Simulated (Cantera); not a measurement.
Charge: 1 mol CH2F2, 1.6 mol H2, equilibrated at 3000 °C and 11.0 mbar.

Cantera equilibrium calculation (NASA polynomials, part measured and part estimated; ideal gas, pure solids and liquids). Candidate condensed phases: C, C6H6, C7H8, C8H18; 95 gas species. Kinetics and transport are ignored.

Base state: H 0.550, HF 0.287, F 0.0538, C3 0.0388, H2 0.0286, C 0.0228, C2 0.00908, CF 0.00477 (mole fractions); condensed: gas only.

Question: What changes in the equilibrium state with this change: H2 from 1.6 to 0.26 mol?

Answer: 
| species | before | after |
|---|---|---|
| HF | 0.287 | 0.419 |
| H | 0.550 | 0.294 |
| F | 0.0538 | 0.147 |
| H2 | 0.0286 | 0.00820 |
| CF | 0.00477 | 0.0158 |
| C3 | 0.0388 | 0.0696 |
| C2 | 0.00908 | 0.0134 |
| C | 0.0228 | 0.0277 |
| CF2 | 2.56e-5 | 0.000231 |
| C5 | 0.000317 | 0.000841 |
| C2H2 (acetylene) | 0.000768 | 0.000326 |
| C4 | 0.000123 | 0.000269 |
| C2HF | 9.49e-6 | 2.05e-5 |

Question: What changes in the equilibrium state with this change: temperature from 3000 °C to 677 °C?

Answer: 
```csv
species,before,after
HF,0.287,0.556
H2,0.0286,0.444
CH4,<1e-9,0.000363
H,0.550,3.53e-9
F,0.0538,<1e-9
C3,0.0388,<1e-9
C,0.0228,<1e-9
C2,0.00908,<1e-9
CF,0.00477,<1e-9
C2H,0.00362,<1e-9
C2H2 (acetylene),0.000768,<1e-9
C5,0.000317,<1e-9
"C(graphite), mol",0,0.999
```
